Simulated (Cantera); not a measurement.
# Ignition delay

Mixture: 6.39 % CO, 0.543 % H2, 3.26 % CH4, 18.9 % O2, 70.9 % N2, at 17300 Torr, adiabatic and at constant pressure. Ignition delay is the time to a rise of 400 K.

Detailed kinetics in Cantera: GRI-Mech 3.0 (53 species, 325 reactions). The pressure lies above the range GRI-Mech 3.0 was tuned for (to about 10 atm). Below about 1000 K GRI-Mech 3.0 lacks low-temperature oxidation paths. Below about 950 K walls govern HO2 and H2O2 in real vessels.

```
T0 (K)  delay (ms)
------  ----------
875            252
950           44.1
1025          9.94
1100          2.71
1175         0.888
1250         0.350
1325         0.159
1400        0.0805
1475        0.0437
```

```json
{
 "apparent activation energy between 1325 and 1475 K": "140 kJ/mol"
}
```
